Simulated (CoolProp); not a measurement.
Values from CoolProp's reference Helmholtz-energy equation of state, Gao 2016.

**Question.** Give the vapour pressure (bar), enthalpy of vaporisation (kJ/kg), vapour Z of saturated sulfur dioxide at -5.05, 25.05 °C.

**Answer.** 
```json
[
 {"T (°C)": "-5.05", "p (bar)": "1.26", "enthalpy of vaporisation (kJ/kg)": "385", "vapour Z": "0.968"},
 {"T (°C)": "25.05", "p (bar)": "3.93", "enthalpy of vaporisation (kJ/kg)": "356", "vapour Z": "0.931"}
]
```
